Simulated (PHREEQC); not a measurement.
Consider water at 25 °C with 20 mmol/kgw BaCl2. Closed to the air; pH follows from the charge balance.

All values are PHREEQC results (ion-association model, phreeqc.dat), not measurements.

No solid was allowed to form.

Problem. What specific conductance, density does the model give?

Solution. specific conductance 4520 µS/cm; density 1.001 g/cm³.
